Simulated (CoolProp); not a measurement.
Vapour-liquid equilibrium of R1234yf (1) + R227EA (2) at 65.85 °C; x and y are mole fractions of (1).

Values from CoolProp's multi-fluid Helmholtz-energy mixture model, Lemmon 2022 and Lemmon 2016; pair parameters Bell 2016.

| x | bubble pressure, mixture model (MPa) | bubble pressure, Raoult's law (MPa) | y, mixture model | y, Raoult's law |
|---|---|---|---|---|
| 0.05 | 1.377 | 1.377 | 0.061 | 0.068 |
| 0.15 | 1.428 | 1.429 | 0.178 | 0.196 |
| 0.25 | 1.478 | 1.481 | 0.289 | 0.316 |
| 0.35 | 1.529 | 1.533 | 0.396 | 0.427 |
| 0.45 | 1.579 | 1.584 | 0.498 | 0.531 |
| 0.55 | 1.630 | 1.636 | 0.596 | 0.628 |
| 0.65 | 1.682 | 1.688 | 0.691 | 0.720 |
| 0.75 | 1.734 | 1.740 | 0.783 | 0.806 |
| 0.85 | 1.787 | 1.791 | 0.872 | 0.887 |
| 0.95 | 1.842 | 1.843 | 0.958 | 0.963 |

The largest gap from Raoult's law is -0.4 % in bubble pressure, at x = 0.65. No azeotrope shows between x = 0.05 and 0.95.

The pair parameters rest on a limited set of measurements; away from them the model extrapolates.
